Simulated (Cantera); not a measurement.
Feed: 1 mol Fe(CO)5, 0.63 mol CO, 3.6 mol N2, at 1025 K and 14.0 mbar.

Equilibrium computed with Cantera from the NASA thermochemical tables; the gas is ideal and each condensed phase is pure. Candidate condensed phases: C, Fe, Fe(CO)5, FeO, Fe2O3, Fe3O4; 27 gas species. Condensed phases not in the tables: cementite and carbon dissolved in iron. Equilibrium is a limit: real reactors are often held back by kinetics, nucleation or transport.

Base state: CO 0.607, N2 0.391, CO2 0.00178 (mole fractions); condensed: C(graphite) + Fe(α).

Q: What changes in the equilibrium state with this change: temperature from 1025 K to 825 K?

A: 
```tsv
species	before	after
CO	0.607	0.440
N2	0.391	0.438
CO2	0.00178	0.122
C(graphite), mol	0.0164	1.00
Fe(α), mol	1.00	1.00
```
